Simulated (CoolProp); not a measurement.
Vapour-liquid equilibrium of n-hexane (1) + benzene (2) at 417.4 K; x and y are mole fractions of (1).

Computed with CoolProp (multi-fluid Helmholtz-energy mixture model, Thol 2019 and Thol 2012; pair parameters Bell 2016).

```tsv
x	bubble pressure, mixture model (kPa)	bubble pressure, Raoult's law (kPa)	y, mixture model	y, Raoult's law
0.05	?	524.9	0.082	0.064
0.15	573.6	540.4	0.216	0.187
0.25	601.0	555.9	0.325	0.302
0.35	?	571.4	0.420	0.412
0.45	639.5	586.9	?	0.515
0.55	652.6	602.4	0.591	0.614
0.65	662.4	617.9	0.676	0.707
0.75	?	633.5	0.762	0.796
0.85	672.5	649.0	0.853	0.880
0.95	?	664.5	0.950	0.961
```

**Question.** Fill in the missing entries.

**Answer.** 
- 0.05, bubble pressure, mixture model (kPa): 538.5
- 0.35, bubble pressure, mixture model (kPa): 622.5
- 0.45, y, mixture model: 0.507
- 0.75, bubble pressure, mixture model (kPa): 668.9
- 0.95, bubble pressure, mixture model (kPa): 673.0

The largest gap from Raoult's law is +9.0 % in bubble pressure, at x = 0.45. y crosses x between x = 0.85 and 0.95: the model has an azeotrope there.

The pair parameters rest on a limited set of measurements; away from them the model extrapolates.
